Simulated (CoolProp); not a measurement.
A Linde-Hampson liquefier for ethane: isothermal reversible compression at 320 K from 1 atm to 20 MPa, throttling to 1 atm, return gas leaving the recuperator 5 K below the feed. Each further row changes one setting.

Computed with CoolProp (reference Helmholtz-energy equation of state, Bücker 2006).

| case | liquid yield per pass | compression work (kJ/kg of gas) |
|---|---|---|
| as stated | 0.458 | 366 |
| high pressure 40 MPa | 0.454 | 414 |
| warm-end temperature 350 K | 0.373 | 429 |
| warm-end gap 10 K | 0.451 | 366 |
